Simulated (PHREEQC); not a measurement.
Solution (25 °C): 0.25 mol HF and 0.0012 mol NH4HF2 per kg of water. Closed to the air; pH follows from the charge balance.

All values are PHREEQC results (ion-association model, phreeqc.dat), not measurements.

Each row changes one thing in this solution. No solid was allowed to form.

```json
[
 {"case": "as made", "pH": "1.79", "ionic strength (mol/kgw)": "0.0196", "HF (mol/kgw)": "0.224", "F- (mol/kgw)": "0.0105", "HF2- (mol/kgw)": "0.00905", "NH3 (mol/kgw)": "3.59e-11"},
 {"case": "HF from 0.25 to 0.025 mol/kgw", "pH": "2.46", "ionic strength (mol/kgw)": "0.00494", "HF (mol/kgw)": "0.0221", "F- (mol/kgw)": "0.00455", "HF2- (mol/kgw)": "0.000386", "NH3 (mol/kgw)": "1.81e-10"},
 {"case": "temperature from 25 to 50 °C", "pH": "1.87", "ionic strength (mol/kgw)": "0.0162", "HF (mol/kgw)": "0.228", "F- (mol/kgw)": "(withheld)", "HF2- (mol/kgw)": "0.00806", "NH3 (mol/kgw)": "2.24e-10"},
 {"case": "HF left out", "pH": "(withheld)", "ionic strength (mol/kgw)": "0.00158", "HF (mol/kgw)": "0.000817", "F- (mol/kgw)": "0.00157", "HF2- (mol/kgw)": "4.93e-6", "NH3 (mol/kgw)": "1.80e-9"},
 {"case": "HF from 0.25 to 0.5 mol/kgw", "pH": "1.54", "ionic strength (mol/kgw)": "(withheld)", "HF (mol/kgw)": "0.447", "F- (mol/kgw)": "0.0126", "HF2- (mol/kgw)": "0.0215", "NH3 (mol/kgw)": "1.97e-11"}
]
```

Q: Some entries are withheld; supply them.

A: 
- temperature from 25 to 50 °C, F- (mol/kgw): 0.00815
- HF left out, pH: 3.44
- HF from 0.25 to 0.5 mol/kgw, ionic strength (mol/kgw): 0.0341

Species that the database lacks are ignored. Away from 25 °C the constants follow the database's enthalpies or fits; those with neither stay at their 25 °C values.
